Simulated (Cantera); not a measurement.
A perfectly stirred reactor is fed with H2 : O2 : N2 = 1 : 0.312 : 1.17 (molar parts), equivalence ratio 1.6, at 1.40 bar; it is adiabatic with a 325 K inlet, and is followed from long to short residence time, starting on the burning branch (τ in s: 0.029, 0.017, 0.01, 0.0062, 0.0037, 0.0022, 0.0013, 0.00078, 0.00046, 0.00028, 0.00016, 9.8e-05).

Cantera simulation using the H2/O2 subset of GRI-Mech 3.0, which has no nitrogen chemistry; the numbers are that mechanism's predictions, not measurements.

Problem. Predict: blow-out, bracketed by the residence times tried; x(H2) at τ = 29.0 ms; x(O2) at τ = 29.0 ms; x(H) at τ = 29.0 ms; x(OH) at τ = 29.0 ms; x(H2O) at τ = 29.0 ms; x(H2) at τ = 1.30 ms; x(O2) at τ = 1.30 ms; x(H) at τ = 1.30 ms; x(OH) at τ = 1.30 ms; x(H2O) at τ = 1.30 ms.

Solution. 
- blow-out, bracketed by the residence times tried: burning at 98.0 µs, the shortest tried
- x(H2) at τ = 29.0 ms: 0.171
- x(O2) at τ = 29.0 ms: 5.77e-5
- x(H) at τ = 29.0 ms: 0.00531
- x(OH) at τ = 29.0 ms: 0.00125
- x(H2O) at τ = 29.0 ms: 0.285
- x(H2) at τ = 1.30 ms: 0.164
- x(O2) at τ = 1.30 ms: 0.000515
- x(H) at τ = 1.30 ms: 0.0203
- x(OH) at τ = 1.30 ms: 0.00405
- x(H2O) at τ = 1.30 ms: 0.278
